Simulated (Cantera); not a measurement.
An isothermal, constant-pressure homogeneous reactor starts with H₂ : O₂ = 0.061 : 1 (molar parts), equivalence ratio 0.030, at 1425 K and 4.50 Torr. Integrator tolerance rtol = 1e-08.

Computed with Cantera and the H2/O2 subset of GRI-Mech 3.0, which has no nitrogen chemistry. Radical loss at walls, strong at low pressure, is not modelled. The temperature is held fixed by assumption; the heat of reaction is taken as removed at once.

Question: What does this change do: temperature 1425 to 923 K?

Answer: 
```tsv
quantity	before	after
x(H₂) at 1.00 s	0.000184 (gas-phase equilibrium 5.22e-7)	4.36e-6 (gas-phase equilibrium 5.78e-12)
x(O₂) at 1.00 s	0.933 (gas-phase equilibrium 0.941)	0.941 (gas-phase equilibrium 0.941)
x(H) at 1.00 s	0.000435 (gas-phase equilibrium 6.40e-8)	1.88e-6 (gas-phase equilibrium <1e-12)
x(O) at 1.00 s	0.00632 (gas-phase equilibrium 1.75e-5)	6.31e-5 (gas-phase equilibrium 1.57e-10)
x(OH) at 1.00 s	0.00296 (gas-phase equilibrium 0.000159)	5.70e-5 (gas-phase equilibrium 9.09e-8)
```
Below about 950 K walls govern HO2 and H2O2 in real vessels.

Question: What does this change do: temperature 1425 to 1075 K?

Answer: 
| quantity | before | after |
|---|---|---|
| x(H₂) at 1.00 s | 0.000184 (gas-phase equilibrium 5.22e-7) | 1.54e-5 (gas-phase equilibrium 5.56e-10) |
| x(O₂) at 1.00 s | 0.933 (gas-phase equilibrium 0.941) | 0.940 (gas-phase equilibrium 0.941) |
| x(H) at 1.00 s | 0.000435 (gas-phase equilibrium 6.40e-8) | 1.85e-5 (gas-phase equilibrium 4.50e-12) |
| x(O) at 1.00 s | 0.00632 (gas-phase equilibrium 1.75e-5) | 0.000427 (gas-phase equilibrium 1.65e-8) |
| x(OH) at 1.00 s | 0.00296 (gas-phase equilibrium 0.000159) | 0.000291 (gas-phase equilibrium 1.81e-6) |
